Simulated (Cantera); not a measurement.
A Cantera script and what it prints.

```python
import numpy as np
import cantera as ct

gas_names = [...]  # 113 gases of nasa_gas.yaml made of C, H, O, Ti
cond_names = """
    C(gr) C6H6(L) C7H8(L) C8H18(L),n-octa H2O(s) H2O(L) Ti(a) Ti(b) Ti(L) TiC(s) TiC(L) TiO(a) TiO(b)
    TiO(L) TiO2(ru) TiO2(L) Ti2O3(a) Ti2O3(b) Ti2O3(L) Ti3O5(a) Ti3O5(b) Ti3O5(L) Ti4O7(s) Ti4O7(L)
""".split()


# ... load() reads the species with a 1 bar reference pressure and builds the phases ...
atoms = {
    'Ti(OiPr)4': {'Ti': 1, 'C': 12, 'H': 28, 'O': 4},
    'H2': {'H': 2},
}
top_T = {'C(gr)': 4500}  # K; cautious upper limits of use, not melting points


# ... equilibrate(T, P, feed) seeds the gas with the atoms and calls Mixture.equilibrate('TP', solver="vcs", rtol=1e-11, max_steps=5000) ...
results = []
feed = {'Ti(OiPr)4': 1, 'H2': 2.2}  # mol
T = 1523  # K
P = 46  # Pa
mix = equilibrate(T, P, feed)
results.append((T, P, feed, dict(zip(mix.species_names, mix.species_moles))))
print(gas.report(threshold=0.0001))
for i in range(1, mix.n_phases):
    print(f"{mix.phase(i).name:16s} {mix.phase_moles(i):12.5e} mol")
```

Result:

```
       temperature   1523 K
          pressure   46 Pa
           density   2.601e-05 kg/m^3
  mean mol. weight   7.1601 kg/kmol
   phase of matter   gas

                          1 kg             1 kmol
                     ---------------   ---------------
          enthalpy        2.2214e+06        1.5906e+07  J
   internal energy        4.5287e+05        3.2426e+06  J
           entropy             36482        2.6121e+05  J/K
    Gibbs function        -5.334e+07       -3.8192e+08  J
 heat capacity c_p            4606.7             32984  J/K
 heat capacity c_v            3445.4             24670  J/K

                      mass frac. Y      mole frac. X     chem. pot. / RT
                     ---------------   ---------------   ---------------
                CO           0.77427           0.19792           -44.844
                 H        0.00013578        0.00096449           -13.277
                H2           0.22556            0.8011           -26.553
     [ +110 minor]        3.6311e-05        1.0279e-05

C(gr)             6.99961e+00 mol
Ti(b)             0.00000e+00 mol
TiC(s)            1.00000e+00 mol
TiO(b)            0.00000e+00 mol
TiO2(ru)          0.00000e+00 mol
Ti2O3(b)          0.00000e+00 mol
Ti3O5(b)          0.00000e+00 mol
Ti4O7(s)          0.00000e+00 mol
```

These are equilibrium values from Cantera (NASA tables, ideal gas, pure condensed phases), not measurements of a reactor. The feed counts by its element totals alone. TiC: taken at fixed stoichiometry.
